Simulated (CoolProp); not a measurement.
The numbers come from the reference Helmholtz-energy equation of state, Gao 2022 in CoolProp.

### Question
For n-perfluorobutane, give the phase and the cp (kJ/(kg K)), cv (kJ/(kg K)), speed of sound (m/s), Joule-Thomson coefficient (K/MPa) at 437.9 K and 0.031 MPa; 437.9 K and 1.21 MPa.

### Answer
- 437.9 K and 0.031 MPa: gas; cp 0.975, cv 0.940, speed of sound 126, Joule-Thomson coefficient 5.24
- 437.9 K and 1.21 MPa: gas; cp 1.01, cv 0.948, speed of sound 113, Joule-Thomson coefficient 6.27
